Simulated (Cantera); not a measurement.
A diamond (100) surface in a fixed gas of H2 with x(CH4) = 0.0075, x(H) = 0.00022, at 1100 K, 135 Torr; coverages are run to steady state.

Model: the Harris–Goodwin 1993 mechanism for the reconstructed diamond (100) surface, integrated in Cantera.

One state of this run: growth (µm/h) = 0.152; θ c6HH = 0.557; θ c6H* = 0.0256; θ c6*H = 0.405; θ c6** = 0.00961; θ c6HM = 0.00170. θ: site fractions in the mechanism's names (c6HH fully hydrogenated, c6H* and c6*H radical sites, c6** diradical, c6HM methylated).

Q: Which value of x(CH3) does it belong to?
(A) 2.1e-06
(B) 8.5e-05
(C) 1e-06
(D) 4.4e-06

A: D, 4.4e-06
